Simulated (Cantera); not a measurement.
Feed: 1 mol Si, 27 mol CO, equilibrated at 650 K and 0.0100 bar.

These are equilibrium values from Cantera (NASA tables, ideal gas, pure condensed phases), not measurements of a reactor. Candidate condensed phases: C, Si, SiC, SiO₂; 20 gas species. Kinetics and transport are ignored.

Base state: CO₂ 0.951, CO 0.0489 (mole fractions); condensed: C(graphite) + SiO₂(α-quartz).

Question: What changes in the equilibrium state with this change: 0.024 mol CH₄ added?

Answer: 
```tsv
species	before	after
CO₂	0.951	0.947
CO	0.0489	0.0488
H₂O	0	0.00207
H₂	0	0.00166
C(graphite), mol	14.2	14.2
SiO₂(α-quartz), mol	1.00	1.00
```
Further candidate phases: C₆H₆, C₇H₈, C₈H₁₈, H₂O.
